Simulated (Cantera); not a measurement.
An isothermal, constant-pressure homogeneous reactor starts with C2H6 : N2 = 1 : 20 (molar parts), at 1598 K and 0.133 bar. Integrator tolerance rtol = 1e-08.

Cantera simulation using GRI-Mech 3.0 (53 species, 325 reactions); the numbers are that mechanism's predictions, not measurements. GRI-Mech 3.0 stops at C3 and has no aromatics, soot or wall deposition, so with more carbon than oxygen in the feed, carbon stays in small species such as C2H2 where larger ones or solid carbon would form.

Question: What does this change do: temperature 1598 to 1748 K?

Answer: 
```tsv
quantity	before	after
x(C2H6) at 50.0 s	3.16e-9 (gas-phase equilibrium 9.12e-10)	3.23e-10 (gas-phase equilibrium 9.81e-11)
x(CH4) at 50.0 s	0.000245 (gas-phase equilibrium 0.000127)	5.93e-5 (gas-phase equilibrium 3.30e-5)
x(C2H4) at 50.0 s	5.61e-5 (gas-phase equilibrium 1.84e-5)	1.69e-5 (gas-phase equilibrium 4.94e-6)
x(CH2) at 50.0 s	1.15e-9 (gas-phase equilibrium 5.98e-10)	5.92e-9 (gas-phase equilibrium 3.29e-9)
x(C2H2) at 50.0 s	0.0433 (gas-phase equilibrium 0.0142)	0.0434 (gas-phase equilibrium 0.0127)
```

Question: What does this change do: pressure from 0.133 bar to 0.00180 bar?

Answer: 
```
quantity                                              before                                     after
-----------------  -----------------------------------------  ----------------------------------------
x(C2H6) at 50.0 s   3.16e-9 (gas-phase equilibrium 9.12e-10)    1.17e-8 (gas-phase equilibrium <1e-12)
x(CH4) at 50.0 s   0.000245 (gas-phase equilibrium 0.000127)  0.000892 (gas-phase equilibrium 1.72e-6)
x(C2H4) at 50.0 s    5.61e-5 (gas-phase equilibrium 1.84e-5)   2.38e-6 (gas-phase equilibrium 2.49e-7)
x(CH2) at 50.0 s    1.15e-9 (gas-phase equilibrium 5.98e-10)  9.67e-8 (gas-phase equilibrium 5.99e-10)
x(C2H2) at 50.0 s      0.0433 (gas-phase equilibrium 0.0142)     0.0430 (gas-phase equilibrium 0.0142)
```
Radical loss at walls, strong at low pressure, is not modelled.

Question: What does this change do: pressure from 0.133 bar to 0.0133 bar?

Answer: 
```csv
quantity,before,after
x(C2H6) at 50.0 s,3.16e-9 (gas-phase equilibrium 9.12e-10),1.53e-9 (gas-phase equilibrium 9.16e-12)
x(CH4) at 50.0 s,0.000245 (gas-phase equilibrium 0.000127),0.000211 (gas-phase equilibrium 1.28e-5)
x(C2H4) at 50.0 s,5.61e-5 (gas-phase equilibrium 1.84e-5),5.68e-6 (gas-phase equilibrium 1.85e-6)
x(CH2) at 50.0 s,1.15e-9 (gas-phase equilibrium 5.98e-10),9.68e-9 (gas-phase equilibrium 5.99e-10)
x(C2H2) at 50.0 s,0.0433 (gas-phase equilibrium 0.0142),0.0434 (gas-phase equilibrium 0.0142)
```
Radical loss at walls, strong at low pressure, is not modelled.
